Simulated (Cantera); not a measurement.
## Stirred combustor or abatement burner

A perfectly stirred reactor is fed with C3H8 : O2 : N2 : CO2 = 1 : 6.33 : 23.8 : 3.2 (molar parts), at 5.00 bar; it is adiabatic with a 823 K inlet, and is followed from long to short residence time, starting on the burning branch (τ in s: 0.024, 0.0097, 0.0039, 0.0016, 0.00063, 0.00025, 0.0001, 4e-05, 1.6e-05).

Cantera simulation using GRI-Mech 3.0 (53 species, 325 reactions); the numbers are that mechanism's predictions, not measurements. GRI-Mech 3.0 was tuned for natural gas; its chemistry of propane as a main component is partial and can be far from experiment.

| τ (s) | T (K) | x C3H8 | x O2 | x CO2 | x NO2 | x CH2O | x NO | x CH2CO |
|---|---|---|---|---|---|---|---|---|
| 0.024 | 2221 | 2.16e-7 | 0.0381 | 0.172 | 1.30e-6 | 3.71e-7 | 0.00104 | 2.63e-7 |
| 0.0097 | 2215 | 5.11e-7 | 0.0387 | 0.171 | 7.64e-7 | 8.53e-7 | 0.000569 | 6.39e-7 |
| 0.0039 | 2203 | 1.17e-6 | 0.0394 | 0.169 | 4.82e-7 | 1.88e-6 | 0.000321 | 1.54e-6 |
| 0.0016 | 2180 | 2.53e-6 | 0.0406 | 0.166 | 3.21e-7 | 3.89e-6 | 0.000193 | 3.54e-6 |
| 0.00063 | 2144 | 5.46e-6 | 0.0425 | 0.162 | 2.02e-7 | 8.18e-6 | 0.000115 | 8.16e-6 |
| 0.00025 | 2093 | 1.16e-5 | 0.0452 | 0.156 | 1.19e-7 | 1.72e-5 | 6.90e-5 | 1.79e-5 |
| 0.00010 | 2028 | 2.51e-5 | 0.0489 | 0.148 | 6.93e-8 | 3.71e-5 | 4.13e-5 | 3.81e-5 |
| 4.0e-5 | 1943 | 6.15e-5 | 0.0545 | 0.138 | 3.86e-8 | 8.64e-5 | 2.31e-5 | 8.56e-5 |
| 1.6e-5 | 823 | 0.0291 | 0.184 | 0.0932 | <1e-12 | <1e-12 | <1e-12 | <1e-12 |
x: mole fraction; the columns are a selection and need not sum to one.
